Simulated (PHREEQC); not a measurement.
Make-up at 25 °C: 0.00099 mol MgCl2 and 0.0002 mol SrCl2 per kg of water. Closed to the air; pH follows from the charge balance.

The numbers come from PHREEQC with the ion-association model, phreeqc.dat.

This is a speciation only: nothing precipitates in the calculation.

Question: Predict the specific conductance.

Answer: specific conductance 291 µS/cm.
